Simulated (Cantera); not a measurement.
Feed: 1 mol SiHCl3, a varied amount of C2H4, 13 mol H2, held at 2425 K and 0.100 bar.

These are equilibrium values from Cantera (NASA tables, ideal gas, pure condensed phases), not measurements of a reactor. Candidate condensed phases: C, C6H6, C7H8, C8H18, Si, SiC; 109 gas species. The tables' values for SiCl, SiCl3 are old estimates; treat these amounts as uncertain. Gases not in the tables: Si2H6 and higher silanes. Rates play no part.

x: gas mole fraction; n: condensed amount in mol.

| n(C2H4) (mol) | x H2 | x HCl | x H | x SiCl2 | x Si | x Cl | x C2H2 (acetylene) | n SiC(s) | n C(graphite) |
|---|---|---|---|---|---|---|---|---|---|
| 0.021 | 0.761 | 0.123 | 0.0494 | 0.0267 | 0.0227 | 0.00569 | ? | 0 | 0 |
| 0.028 | 0.761 | 0.124 | 0.0494 | 0.0264 | 0.0222 | 0.00571 | ? | 0 | 0 |
| 0.039 | 0.761 | 0.125 | 0.0494 | 0.0259 | 0.0216 | 0.00575 | 0.000361 | 0.0172 | 0 |
| 0.053 | 0.762 | 0.126 | 0.0494 | 0.0254 | 0.0208 | 0.00580 | 0.000389 | 0.0454 | 0 |
| 0.072 | 0.763 | 0.127 | 0.0494 | 0.0247 | 0.0198 | 0.00586 | ? | 0.0834 | 0 |
| 0.099 | 0.764 | 0.129 | 0.0495 | 0.0236 | 0.0183 | 0.00595 | ? | 0.137 | 0 |
| 0.14 | 0.765 | 0.132 | 0.0495 | 0.0219 | 0.0162 | 0.00610 | ? | 0.217 | 0 |
| 0.19 | 0.766 | 0.136 | 0.0495 | 0.0197 | 0.0138 | 0.00628 | ? | 0.311 | 0 |
| 0.25 | 0.767 | 0.141 | 0.0496 | 0.0171 | 0.0112 | 0.00649 | ? | 0.417 | 0 |
| 0.35 | 0.767 | 0.148 | 0.0496 | 0.0130 | 0.00771 | 0.00682 | ? | 0.566 | 0 |
| 0.48 | 0.765 | 0.153 | 0.0495 | 0.00960 | 0.00532 | 0.00705 | 0.00598 | 0.677 | 0.0354 |
| 0.65 | 0.769 | 0.150 | 0.0496 | 0.00921 | 0.00532 | 0.00691 | 0.00600 | 0.677 | 0.369 |

Task: Complete the blanks.

Result: 
- 0.021, x C2H2 (acetylene): 0.000180
- 0.028, x C2H2 (acetylene): 0.000298
- 0.072, x C2H2 (acetylene): 0.000431
- 0.099, x C2H2 (acetylene): 0.000503
- 0.14, x C2H2 (acetylene): 0.000645
- 0.19, x C2H2 (acetylene): 0.000892
- 0.25, x C2H2 (acetylene): 0.00136
- 0.35, x C2H2 (acetylene): 0.00284
